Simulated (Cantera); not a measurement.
**Premixed flame**

A freely propagating, adiabatic, planar premixed flame of CH4 : C2H6 : O2 : N2 = 1 : 0.27 : 3.1 : 15.4 (molar parts), unburnt at 475 K and 5.00 bar; mixture-averaged transport, grid criteria slope 0.08 and curve 0.16, no radiation.

Model: GRI-Mech 3.0 (53 species, 325 reactions), integrated in Cantera. Burning velocities carry a grid error of a few per cent, more on coarse grids.

| z (mm) | T (K) | u (m/s) | x CH4 | x C2H6 | x O2 | x HCO | x C2H2 | x CH2CO |
|---|---|---|---|---|---|---|---|---|
| -0.537 | 476 | 0.256 | 0.0505 | 0.0136 | 0.157 | <1e-8 | 5.34e-8 | 3.92e-8 |
| -0.358 | 482 | 0.259 | 0.0502 | 0.0136 | 0.156 | <1e-8 | 3.38e-7 | 2.90e-7 |
| -0.269 | 501 | 0.269 | 0.0493 | 0.0135 | 0.155 | <1e-8 | 1.58e-6 | 1.66e-6 |
| -0.179 | 597 | 0.322 | 0.0455 | 0.0129 | 0.147 | <1e-8 | 1.12e-5 | 1.61e-5 |
| -0.0896 | 985 | 0.538 | 0.0306 | 0.00859 | 0.112 | 2.90e-8 | 7.40e-5 | 0.000146 |
| -0.0448 | 1346 | 0.740 | 0.0166 | 0.00332 | 0.0771 | 2.01e-6 | 0.000159 | 0.000338 |
| 0 | 1707 | 0.939 | 0.00315 | 0.000113 | 0.0390 | 9.82e-6 | 0.000199 | 0.000235 |
| 0.0448 | 1861 | 1.02 | 8.56e-5 | 4.36e-8 | 0.0213 | 1.27e-6 | 9.79e-6 | 9.55e-6 |
| 0.0896 | 1924 | 1.05 | 1.26e-6 | <1e-8 | 0.0163 | 4.53e-8 | 1.07e-7 | 1.41e-7 |
| 0.179 | 1987 | 1.08 | <1e-8 | <1e-8 | 0.0128 | <1e-8 | <1e-8 | <1e-8 |
| 0.358 | 2034 | 1.10 | <1e-8 | <1e-8 | 0.0105 | <1e-8 | <1e-8 | <1e-8 |
| 0.716 | 2062 | 1.12 | <1e-8 | <1e-8 | 0.00906 | <1e-8 | <1e-8 | <1e-8 |
| 1.43 | 2075 | 1.12 | <1e-8 | <1e-8 | 0.00841 | <1e-8 | <1e-8 | <1e-8 |
x: mole fraction of selected species; z is measured from the peak of heat release.

The laminar burning velocity comes out as 25.5 cm/s and the thermal thickness comes out as 0.179 mm. The peak x(HCO) is 9.82e-6, the peak x(C2H2) is 0.000230 and the peak x(CH2CO) is 0.000387. The grid points is 139.
